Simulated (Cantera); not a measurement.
A closed system holds: 1 mol SiCl4, 0.35 mol O2, 92 mol N2, at 1327 °C and 0.133 bar.

Cantera equilibrium calculation (NASA polynomials, part measured and part estimated; ideal gas, pure solids and liquids). Candidate condensed phases: Si, SiO2, Si2N2O, Si3N4; 23 gas species. The tables' values for SiCl3 are old estimates; treat these amounts as uncertain. The tables hold silica as quartz up to 1696 K and as liquid above; real silica turns to tridymite and cristobalite and melts near 1996 K. Kinetics and transport are ignored.

Base state: N2 0.980, Cl 0.0119, SiCl4 0.00686, Cl2 0.00155, SiCl3 5.55e-5 (mole fractions); condensed: SiO2(β-quartz).

Problem. What changes in the equilibrium state with this change: O2 from 0.35 to 0.16 mol?

Solution. 
```json
[
 {"species": "N2", "before": "0.980", "after": "0.984"},
 {"species": "SiCl4", "before": "0.00686", "after": "0.00885"},
 {"species": "Cl", "before": "0.0119", "after": "0.00616"},
 {"species": "Cl2", "before": "0.00155", "after": "0.000419"},
 {"species": "SiCl3", "before": "5.55e-5", "after": "0.000138"},
 {"species": "SiO2(β-quartz), mol", "before": "0.350", "after": "0.160"}
]
```
